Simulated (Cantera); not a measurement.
A closed system holds: 1 mol Pb, 0.85 mol CO, 3.5 mol H₂, at 1648 K and 0.133 bar.

Method: chemical equilibrium by Gibbs-energy minimisation in Cantera with the NASA 1993 tables (ideal gas, pure condensed phases). Candidate condensed phases: C, C₆H₆, C₇H₈, C₈H₁₈, H₂O, Pb, PbO, PbO₂, Pb₃O₄; 113 gas species. Kinetics and transport are ignored.

Base state: H₂ 0.654, Pb 0.187, CO 0.159, H 0.000197, Pb₂ 5.09e-5, H₂O 2.83e-5, CH₄ 2.43e-5 (mole fractions); condensed: gas only.

Task: What changes in the equilibrium state with this change: Pb replaced by Fe(CO)₅?

Result: 
```json
[
 {"species": "CO", "before": "0.159", "after": "0.626"},
 {"species": "H₂", "before": "0.654", "after": "0.374"},
 {"species": "H", "before": "0.000197", "after": "0.000149"},
 {"species": "Pb", "before": "0.187", "after": "0"},
 {"species": "Fe", "before": "0", "after": "1.96e-5"},
 {"species": "Pb₂", "before": "5.09e-5", "after": "0"},
 {"species": "CO₂", "before": "2.15e-6", "after": "1.37e-5"},
 {"species": "Fe(γ), mol", "before": "0", "after": "1.000"}
]
```
Further candidate phases: Fe, Fe(CO)₅, FeO, Fe(OH)₂, Fe(OH)₃, Fe₂O₃, Fe₃O₄.
